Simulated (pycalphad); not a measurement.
Source of the numbers: pycalphad with the COST 507 light-alloy database (1999); pressure 1 atm. These are 1990s assessments: newer ones move some temperatures and phases. Amounts are mole fractions of atoms.

Give the equilibrium state of Ti-1.68Hf-6.87B (at.%) at 1050 K.

HCP_A3, fraction 0.865, with 1.9 Hf, 0.13 B at.%; BM, fraction 0.135, with 0.12 Hf, 50.0 B at.%.

Give the equilibrium state of Ti-1.68Hf-6.87B (at.%) at 1350 K.


```
T = 1350.00 K, P = 101325 Pa, N = 1 mol of atoms
G = -79511 J/mol, H = 23530 J/mol, S = 76.33 J/(mol K)  (SER reference)
chemical potentials (J/mol): Ti -70415, Hf -134344, B -187186
phase             fraction      x(Ti)      x(Hf)       x(B)
BCC_A2              0.8652     0.9793     0.0192     0.0015
BM                  0.1348     0.4987     0.0013     0.5000
```

Database names, with the compositions (at.%) that they take in these runs: BM: Ti 50 B 50. BCC_A2 is bcc; HCP_A3 is hcp.
